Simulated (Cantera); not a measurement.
A Cantera script and what it prints.

```python
import numpy as np
import cantera as ct

gas_names = """
    H HO2 H2 H2O H2O2 Hg O OH O2 O3
""".split()
cond_names = """
    H2O(s) H2O(L) Hg(cr) Hg(L) HgO(s)
""".split()


# ... load() reads the species with a 1 bar reference pressure and builds the phases ...
atoms = {
    'HgO': {'Hg': 1, 'O': 1},
    'H2': {'H': 2},
}
top_T = {}  # K; cautious upper limits of use, not melting points


# ... equilibrate(T, P, feed) seeds the gas with the atoms and calls Mixture.equilibrate('TP', solver="vcs", rtol=1e-11, max_steps=5000) ...
results = []
T = 475  # K
P = 3700  # Pa
for m in [0.91, 1.4, 2.1, 3.3, 5.1, 7.8, 12, 18, 28, 43, 66]:
    feed = {'HgO': 1, 'H2': m}  # mol
    mix = equilibrate(T, P, feed)
    results.append((T, P, feed, dict(zip(mix.species_names, mix.species_moles))))

top = {s: max(r[3][s] / sum(r[3][g] for g in gas_names) for r in results) for s in gas_names}
cols = sorted((s for s in top if top[s] > 1e-05), key=lambda s: -top[s])[:9]
seen = [c for c in cond_names if any(r[3].get(c, 0) > 1e-12 for r in results)]
print("log10 of partial pressures in bar; condensed amounts in mol")
print(f"{'n(H2)':>10s}" + "".join(f"{s[:9]:>10s}" for s in cols + seen))
for T, P, feed, n in results:
    ng = sum(n[g] for g in gas_names)
    print(f"{feed['H2']:10.4g}" + "".join(f"{np.log10(max(n[s] / ng * P / 1e5, 1e-99)):10.3f}" for s in cols)
          + "".join(f"{n.get(c, 0):10.4g}" for c in seen))
```

It prints:

```
log10 of partial pressures in bar; condensed amounts in mol
     n(H2)        H2        Hg       H2O    HgO(s)
      0.91   -21.729    -1.733    -1.733      0.09
       1.4    -2.210    -1.812    -1.812         0
       2.1    -1.882    -1.923    -1.923         0
       3.3    -1.704    -2.065    -2.065         0
       5.1    -1.604    -2.217    -2.217         0
       7.8    -1.544    -2.376    -2.376         0
        12    -1.504    -2.546    -2.546         0
        18    -1.480    -2.711    -2.711         0
        28    -1.463    -2.894    -2.894         0
        43    -1.452    -3.075    -3.075         0
        66    -1.445    -3.258    -3.258         0
```

Cantera equilibrium calculation (NASA polynomials, part measured and part estimated; ideal gas, pure solids and liquids).
